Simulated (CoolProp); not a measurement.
Vapour-liquid equilibrium of R22 (1) + C3F8 (R218) (2) at 0.26 MPa; x and y are mole fractions of (1).

Computed with CoolProp (multi-fluid Helmholtz-energy mixture model, Kamei 1995 and Lemmon 2006; pair parameters Bell 2016).

```
x     bubble temperature, mixture model (K)  bubble temperature, Raoult's law (K)  y, mixture model  y, Raoult's law
----  -------------------------------------  ------------------------------------  ----------------  ---------------
0.05                                  256.8                                 259.3             0.131            0.059
0.15                                  252.8                                 258.8             0.313            0.175
0.25                                  250.4                                 258.2             0.425            0.286
0.35                                  249.1                                 257.7             0.497            0.393
0.45                                  248.4                                 257.2             0.546            0.496
0.55                                  248.1                                 256.7                 …            0.595
0.65                                  248.1                                 256.3             0.619            0.690
0.75                                  248.4                                 255.8             0.661            0.783
0.85                                      …                                 255.3             0.729            0.872
0.95                                  252.0                                 254.9                 …            0.958
```

Task: Some entries are withheld; supply them.

Result: 
- 0.55, y, mixture model: 0.584
- 0.85, bubble temperature, mixture model (K): 249.4
- 0.95, y, mixture model: 0.868

The largest gap from Raoult's law is -8.8 K in bubble temperature, at x = 0.45. y crosses x between x = 0.55 and 0.65: the model has an azeotrope there.

The pair parameters rest on a limited set of measurements; away from them the model extrapolates.
